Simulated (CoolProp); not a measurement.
Properties of ammonia along the isobar 47.6 MPa.

Computed with CoolProp (reference Helmholtz-energy equation of state, Gao 2020).

```tsv
T (K)	phase	cp (kJ/(kg K))	cv (kJ/(kg K))	speed of sound (m/s)	isothermal compressibility (1/MPa)	expansivity (1/kK)	fugacity coefficient
293.2	liquid	4.411	[?]	1632	0.0009144	1.791	0.02745
323	liquid	[?]	2.765	1469	0.001236	2.003	0.05894
352.8	liquid	4.598	2.725	1310	[?]	2.284	0.1071
382.7	liquid	4.748	2.691	1156	0.002488	2.664	0.1719
412.5	supercritical	[?]	2.661	1011	0.003738	[?]	0.2499
442.3	supercritical	5.196	2.636	878.8	0.005824	3.844	0.3364
472.1	supercritical	5.446	2.614	768.3	0.009133	[?]	0.4255
501.9	supercritical	5.531	2.590	690.4	0.01342	[?]	0.5114
```

Question: Fill in the missing entries.

Answer: 
- 293.2, cv (kJ/(kg K)): 2.814
- 323, cp (kJ/(kg K)): 4.489
- 352.8, isothermal compressibility (1/MPa): 0.001721
- 412.5, cp (kJ/(kg K)): 4.946
- 412.5, expansivity (1/kK): 3.174
- 472.1, expansivity (1/kK): 4.602
- 501.9, expansivity (1/kK): 5.125
